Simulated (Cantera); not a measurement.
Charge: 1 mol PH3, 4.6 mol H2, 0.14 mol O2, held at 1148.15 K and 0.133 bar.

Method: chemical equilibrium by Gibbs-energy minimisation in Cantera with the NASA 1993 tables (ideal gas, pure condensed phases). Gases not in the tables: HPO2, HPO3 and P4O6. The numbers say what is thermodynamically allowed, not how fast it happens.

| species | before | after |
|---|---|---|
| H2 | 0.904 | 0.876 |
| P2 | 0.0267 | 0.0624 |
| PO | 1.43e-5 | 0.0210 |
| P4 | 0.0255 | 1.82e-6 |
| H | 1.87e-7 | 0.0190 |
| H2O | 0.0435 | 0.0194 |
| P | 2.92e-9 | 0.00150 |
| OH | <1e-9 | 6.32e-5 |
| PH | 6.39e-8 | 0.000420 |
| PO2 | 4.43e-6 | 0.000537 |
| PH3 | 7.66e-5 | 2.93e-6 |
Gas species are given as mole fractions.

**Question.** What was changed between the two runs?
(A) pressure from 0.133 bar to 24.0 Pa
(B) O2 from 0.14 to 7 mol
(C) temperature from 1148.15 K to 2250 K
(D) O2 from 0.14 to 0.18 mol

**Answer.** C, temperature from 1148.15 K to 2250 K
